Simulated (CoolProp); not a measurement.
Hexamethyldisiloxane (MM) along the isobar 101 kPa: density (kg/m³) from the reference equation and from simpler models built on Tc = 518.7 K, pc = 1931 kPa, ω = 0.418; each cubic takes its own stable root.

Model: reference Helmholtz-energy equation of state, Thol 2016, in CoolProp.

```csv
T (K),phase,reference
273.4,liquid,785.4
288.9,liquid,769.4
304.3,liquid,753.2
319.8,liquid,736.5
335.2,liquid,719.6
350.7,liquid,702.1
366.2,liquid,683.9
381.6,gas,5.488
```

Question: How far does each simpler model (van der Waals, Redlich-Kwong, Soave-Redlich-Kwong, Peng-Robinson) lie from the reference over these 8 states: mean and median of the absolute difference, and the worst?

Answer: 
- van der Waals: mean 79.7 %, median 99.1 %, worst -99.2 % at 366.2 K and 101 kPa
- Redlich-Kwong: mean 32.2 %, median 11.5 %, worst -99.2 % at 366.2 K and 101 kPa
- Soave-Redlich-Kwong: mean 6.1 %, median 6.6 %, worst -7.6 % at 273.4 K and 101 kPa
- Peng-Robinson: mean 4.5 %, median 5.1 %, worst +5.7 % at 366.2 K and 101 kPa

At some of these states van der Waals, Redlich-Kwong gives the other phase, because its saturation line lies elsewhere.
